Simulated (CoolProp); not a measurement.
A Linde-Hampson liquefier for ethylene: isothermal reversible compression at 300 K from 1 atm to 10 MPa, throttling to 1 atm, return gas leaving the recuperator 0 K below the feed. Each further row changes one setting.

Values from CoolProp's reference Helmholtz-energy equation of state, Smukala 2000.

```csv
case,liquid yield per pass,compression work (kJ/kg of gas)
as stated,0.434,346
high pressure 20 MPa,0.477,373
warm-end temperature 330 K,0.269,405
warm-end gap 5 K,0.427,346
```
